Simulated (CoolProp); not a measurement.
The numbers come from the reference Helmholtz-energy equation of state, Gedanitz 2015 in CoolProp.

Task: For cyclopentane, give the phase and the cp (kJ/(kg K)), speed of sound (m/s), Joule-Thomson coefficient (K/MPa) at 269.4 K and 0.117 MPa; 418.1 K and 0.0628 MPa; 360.9 K and 12.1 MPa.

Result: 
- 269.4 K and 0.117 MPa: liquid; cp 1.68, speed of sound 1360, Joule-Thomson coefficient -0.519
- 418.1 K and 0.0628 MPa: gas; cp 1.79, speed of sound 229, Joule-Thomson coefficient 13.1
- 360.9 K and 12.1 MPa: liquid; cp 2.09, speed of sound 1000, Joule-Thomson coefficient -0.331
